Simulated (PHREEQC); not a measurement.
Consider water at 25 °C with 0.043 mol CuCl2, 0.000135 mol HCl and 5.7e-05 mol NaCl per kg of water. Closed to the air; pH follows from the charge balance.

All values are PHREEQC results (ion-association model, phreeqc.dat), not measurements.

This is a speciation only: nothing precipitates in the calculation.

Q: Predict the pH.

A: pH 3.94.

Q: In which forms is Cl present?

A: Cl- 96 %, CuCl+ 3.9 % of the Cl.
